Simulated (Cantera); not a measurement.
Silicon oxide and oxynitride deposition: HMDSO + CO2 + H2

Input: 1 mol HMDSO, 0.66 mol CO2, 26 mol H2, equilibrated at 1775 K and 1.33 mbar.

These are equilibrium values from Cantera (NASA tables, ideal gas, pure condensed phases), not measurements of a reactor. Candidate condensed phases: C, C6H6, C7H8, C8H18, H2O, Si, SiC, SiO2; 123 gas species. The feed counts by its element totals alone. Kinetics and transport are ignored.

```yaml
x(H2): 0.930
x(CO): 0.0616
x(H): 0.00765
x(SiO): 0.000318
x(C2H2 (acetylene)): 0.000132
x(Si): 3.53e-5
x(SiH): 1.53e-6
n(C(graphite)): 2.36 mol
n(SiC(s)): 1.99 mol
gas_amount: 37.46 mol
log10 activity of Si(l) (absent): -1.67
```
